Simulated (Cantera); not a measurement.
Input (Python, Cantera):

```python
import numpy as np
import cantera as ct

gas = ct.Solution("h2o2.yaml")
gas.TPX = 1125, 13332, {'H2': 9.7, 'O2': 1, 'N2': 7.7}
inlet = ct.Reservoir(gas, clone=True)

reactor = ct.IdealGasConstPressureReactor(gas, energy="off", clone=False)
exhaust = ct.Reservoir(gas, clone=True)
tau = [0.49, 0.21, 0.094, 0.041, 0.018, 0.0079, 0.0035][0]
for a, b in ((inlet, reactor), (reactor, exhaust)):
    ct.MassFlowController(a, b, mdot=lambda t: reactor.mass / tau)
net = ct.ReactorNet([reactor])
show = ['H2', 'O2', 'H2O2', 'H2O', 'HO2', 'O', 'H']

rows = []
print(f"{'tau/s':>10s}{'T/K':>9s}" + "".join(f"{s:>11s}" for s in show))
for tau in [0.49, 0.21, 0.094, 0.041, 0.018, 0.0079, 0.0035]:
    net.initial_time = 0.0
    net.advance(30 * tau)
    before = gas.X
    net.advance(40 * tau)
    drift = np.max(np.abs(gas.X - before) / (gas.X + 1e-9))
    rows.append([gas.T, *gas[show].X, drift])
    print(f"{tau:10.3e}{gas.T:9.1f}" + "".join(f"{x:11.3e}" for x in gas[show].X))
```

Result:

```
     tau/s      T/K         H2         O2       H2O2        H2O        HO2          O          H
 4.900e-01   1125.0  4.393e-01  1.332e-04  2.130e-10  1.144e-01  2.227e-08  4.974e-07  4.821e-03
 2.100e-01   1125.0  4.376e-01  2.058e-04  2.458e-10  1.141e-01  3.437e-08  1.161e-06  7.265e-03
 9.400e-02   1125.0  4.353e-01  3.127e-04  2.943e-10  1.136e-01  5.213e-08  2.592e-06  1.065e-02
 4.100e-02   1125.0  4.320e-01  4.859e-04  3.742e-10  1.130e-01  8.079e-08  5.939e-06  1.563e-02
 1.800e-02   1125.0  4.275e-01  7.626e-04  5.064e-10  1.120e-01  1.263e-07  1.350e-05  2.252e-02
 7.900e-03   1125.0  4.216e-01  1.222e-03  7.379e-10  1.104e-01  2.010e-07  3.058e-05  3.165e-02
 3.500e-03   1125.0  4.149e-01  2.008e-03  1.166e-09  1.081e-01  3.270e-07  6.808e-05  4.270e-02
```

Model: the H2/O2 subset of GRI-Mech 3.0, which has no nitrogen chemistry, integrated in Cantera. The temperature is held fixed by assumption; the heat of reaction is taken as removed at once.
